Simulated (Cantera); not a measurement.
An isothermal, constant-pressure homogeneous reactor starts with 34.5 % CH4, 65.5 % H2O, at 1425 K and 1.00 atm.

Model: GRI-Mech 3.0 (53 species, 325 reactions), integrated in Cantera.

Predict: x(CH4) at 100 s; x(H2O) at 100 s; x(H2) at 100 s; x(CH2CO) at 100 s; x(HCO) at 100 s.


```
Quantity                                              Value
-----------------  ----------------------------------------
x(CH4) at 100 s      0.0711 (gas-phase equilibrium 3.27e-6)
x(H2O) at 100 s         0.283 (gas-phase equilibrium 0.163)
x(H2) at 100 s          0.491 (gas-phase equilibrium 0.633)
x(CH2CO) at 100 s  1.78e-6 (gas-phase equilibrium 9.46e-12)
x(HCO) at 100 s     1.21e-9 (gas-phase equilibrium 2.23e-9)
```
